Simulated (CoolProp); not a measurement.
C3F8 (R218) at 298.15 K and 0.528 MPa is compressed adiabatically to 3.31 MPa with isentropic efficiency 0.6. Each further row changes one setting.

The numbers come from the reference Helmholtz-energy equation of state, Lemmon 2006 in CoolProp. It is a short technical equation, of lower accuracy than the large ones.

| case | work (kJ/kg) | final temperature (K) | final density (kg/m³) |
|---|---|---|---|
| as stated | [?] | [?] | [?] |
| efficiency 1 | [?] | 360.5 | [?] |
| efficiency 0.65 | 27.6 | [?] | 416 |

Problem. Fill in the missing entries.

Solution. 
- as stated, work (kJ/kg): 29.9
- as stated, final temperature (K): 366.6
- as stated, final density (kg/m³): 402
- efficiency 1, work (kJ/kg): 18.0
- efficiency 1, final density (kg/m³): 491
- efficiency 0.65, final temperature (K): 365.3
